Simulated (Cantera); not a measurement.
Feed: 1 mol Si₃H₈, 0.0092 mol Cl₂, 11 mol N₂.

Equilibrium computed with Cantera from the NASA thermochemical tables; the gas is ideal and each condensed phase is pure. Candidate condensed phases: NH₄Cl, Si, Si₃N₄; 28 gas species. The feed counts by its element totals alone. N₂ is the only nitrogen source here; it is nearly inert below about 1500 K, so the nitride shown seldom forms there in practice. The tables' values for SiCl₃ are old estimates. Kinetics and transport are ignored.

What condenses at these points (T in °C, P in Pa): (1500, 100); (1200, 1300); (1300, 16000); (1275, 200000); (1450, 16000)?


```tsv
T (°C)	P in Pa	condensed phases	Si condensed (%)
1500	100	Si	98.8
1200	1300	Si₃N₄	100.0
1300	16000	Si₃N₄	100.0
1275	200000	Si₃N₄	100.0
1450	16000	Si₃N₄	100.0
```
